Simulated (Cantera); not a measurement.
Thermodynamics of silicon oxide and oxynitride deposition, feed TEOS + N2O + H2

Feed: 1 mol TEOS, 20 mol N2O, 0.39 mol H2, held at 308 Torr.

Cantera equilibrium calculation (NASA polynomials, part measured and part estimated; ideal gas, pure solids and liquids). Candidate condensed phases: C, C6H6, C7H8, C8H18, H2O, Si, SiC, SiO2, Si2N2O, Si3N4; 151 gas species. The feed counts by its element totals alone. The tables hold silica as quartz up to 1696 K and as liquid above; real silica turns to tridymite and cristobalite and melts near 1996 K. Gases not in the tables: Si(OH)4. Kinetics and transport are ignored.

From 673 K to 773 K the condensed part is SiO2(α-quartz). From 873 K to 1673 K the condensed part is SiO2(β-quartz). From 1773 K to 1973 K the condensed part is SiO2(condensed).

| T (K) | x N2 | x H2O | x CO2 | x H2 | x CO | x CH4 | n SiO2(α-quartz) | n SiO2(β-quartz) | n SiO2(condensed) |
|---|---|---|---|---|---|---|---|---|---|
| 673 | 0.535 | 0.193 | 0.196 | 0.0580 | 0.00482 | 0.0136 | 1.00 | 0 | 0 |
| 773 | 0.522 | 0.178 | 0.189 | 0.0906 | 0.0187 | 0.00133 | 1.00 | 0 | 0 |
| 873 | 0.521 | 0.186 | 0.178 | 0.0841 | 0.0301 | 3.08e-5 | 0 | 1.00 | 0 |
| 973 | 0.521 | 0.196 | 0.169 | 0.0746 | 0.0398 | 1.13e-6 | 0 | 1.00 | 0 |
| 1073 | 0.521 | 0.204 | 0.160 | 0.0663 | 0.0480 | 6.88e-8 | 0 | 1.00 | 0 |
| 1173 | 0.521 | 0.211 | 0.153 | 0.0594 | 0.0549 | 6.33e-9 | 0 | 1.00 | 0 |
| 1273 | 0.521 | 0.217 | 0.148 | 0.0537 | 0.0606 | 8.15e-10 | 0 | 1.00 | 0 |
| 1373 | 0.521 | 0.222 | 0.143 | 0.0491 | 0.0653 | 1.38e-10 | 0 | 1.00 | 0 |
| 1473 | 0.521 | 0.225 | 0.139 | 0.0452 | 0.0691 | 2.93e-11 | 0 | 1.00 | 0 |
| 1573 | 0.521 | 0.229 | 0.136 | 0.0420 | 0.0723 | 7.53e-12 | 0 | 1.00 | 0 |
| 1673 | 0.521 | 0.231 | 0.133 | 0.0393 | 0.0750 | 2.26e-12 | 0 | 1.000 | 0 |
| 1773 | 0.521 | 0.234 | 0.131 | 0.0371 | 0.0773 | <1e-12 | 0 | 0 | 1.000 |
| 1873 | 0.521 | 0.235 | 0.129 | 0.0351 | 0.0792 | <1e-12 | 0 | 0 | 1.000 |
| 1973 | 0.521 | 0.237 | 0.127 | 0.0335 | 0.0808 | <1e-12 | 0 | 0 | 0.999 |
x: gas mole fraction; n: condensed amount in mol.
